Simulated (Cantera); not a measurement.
Cantera run, input and output.

```python
import numpy as np
import cantera as ct

gas = ct.Solution("gri30.yaml")
gas.TPX = 1925, 17000, {'CH4': 1, 'H2O': 3.8}
reactor = ct.IdealGasConstPressureReactor(gas, energy="off", clone=False)
net = ct.ReactorNet([reactor])
net.rtol, net.atol = 1e-08, 1e-18
show = ['CH4', 'H2O', 'OH', 'O', 'H2']
times = np.geomspace(3e-05, 6, 15)

steps = ct.SolutionArray(gas, extra=["t"])
rows = []
print(f"{'t/s':>10s}{'T/K':>9s}{'P/Pa':>11s}" + "".join(f"{s:>11s}" for s in show))
for t in times:
    while net.time < t:
        t_next = net.step()
        steps.append(gas.state, t=t_next)
    rows.append([np.interp(t, steps.t, y) for y in (steps.T, steps.P, *steps(*show).X.T)])
    print(f"{t:10.3e}{rows[-1][0]:9.1f}{rows[-1][1]:11.4g}" + "".join(f"{x:11.3e}" for x in rows[-1][2:]))
rate = np.gradient(steps.T, steps.t)
print("integrator steps:", len(steps.t))
if steps.T.max() > steps.T[0] + 200:
    print(f"time of steepest temperature rise: {steps.t[rate.argmax()]:.4e} s")
gas.TPX = 1925, 17000, {'CH4': 1, 'H2O': 3.8}
gas.equilibrate("TP")
print(f"equilibrium (TP): T = {gas.T:.1f} K  " + "  ".join(f"{s} {gas[s].X[0]:.3e}" for s in show))
```

Result:

```
       t/s      T/K       P/Pa        CH4        H2O         OH          O         H2
 3.000e-05   1925.0    1.7e+04  2.061e-01  7.908e-01  3.667e-05  1.300e-08  1.055e-03
 7.174e-05   1925.0    1.7e+04  2.022e-01  7.893e-01  8.199e-05  6.127e-08  3.340e-03
 1.716e-04   1925.0    1.7e+04  1.861e-01  7.823e-01  1.711e-04  2.323e-07  1.701e-02
 4.103e-04   1925.0    1.7e+04  1.322e-01  7.477e-01  2.291e-04  3.442e-07  8.136e-02
 9.811e-04   1925.0    1.7e+04  7.100e-02  6.925e-01  2.174e-04  2.589e-07  1.728e-01
 2.346e-03   1925.0    1.7e+04  3.209e-02  6.463e-01  2.198e-04  2.609e-07  2.390e-01
 5.610e-03   1925.0    1.7e+04  1.494e-02  5.951e-01  2.203e-04  3.104e-07  2.922e-01
 1.342e-02   1925.0    1.7e+04  1.041e-02  5.278e-01  1.831e-04  3.047e-07  3.486e-01
 3.208e-02   1925.0    1.7e+04  7.273e-03  4.575e-01  1.420e-04  2.808e-07  4.053e-01
 7.672e-02   1925.0    1.7e+04  3.217e-03  4.061e-01  1.161e-04  2.658e-07  4.475e-01
 1.835e-01   1925.0    1.7e+04  2.928e-04  3.883e-01  1.077e-04  2.573e-07  4.631e-01
 4.387e-01   1925.0    1.7e+04  2.962e-08  3.874e-01  1.146e-04  2.925e-07  4.640e-01
 1.049e+00   1925.0    1.7e+04  6.209e-11  3.874e-01  1.147e-04  2.931e-07  4.640e-01
 2.509e+00   1925.0    1.7e+04  6.209e-11  3.874e-01  1.147e-04  2.931e-07  4.640e-01
 6.000e+00   1925.0    1.7e+04  6.209e-11  3.874e-01  1.147e-04  2.931e-07  4.640e-01
integrator steps: 1684
equilibrium (TP): T = 1925.0 K  CH4 7.522e-11  H2O 3.874e-01  OH 1.147e-04  O 2.931e-07  H2 4.640e-01
```

Model: GRI-Mech 3.0 (53 species, 325 reactions), integrated in Cantera.
